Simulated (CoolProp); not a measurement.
Vapour pressure (MPa) of normal hydrogen: the reference equation beside estimates from Tc = 33.1 K, pc = 1.296 MPa, ω = -0.219.

Model: reference Helmholtz-energy equation of state, Leachman 2009, in CoolProp.

```csv
T (K),reference,Lee-Kesler,Redlich-Kwong,Peng-Robinson
23.7,0.2410,0.2412,0.1353,0.2490
24.7,0.3011,0.3012,0.1882,0.3116
25.7,0.3710,0.3709,0.2542,0.3840
26.6,0.4430,0.4427,0.3261,0.4581
27.6,0.5338,0.5334,0.4211,0.5510
28.6,0.6371,0.6365,0.5335,0.6556
29.5,0.7414,0.7409,0.6505,0.7604
30.5,0.8710,0.8708,0.7992,0.8891
31.5,1.016,1.017,0.9689,1.031
32.5,1.180,1.181,1.161,1.188
```

Absolute difference from the reference over all 10 rows, mean and median: Lee-Kesler 0.1 and 0.1 %, Redlich-Kwong 20.3 and 18.7 %, Peng-Robinson 2.7 and 3.1 %.
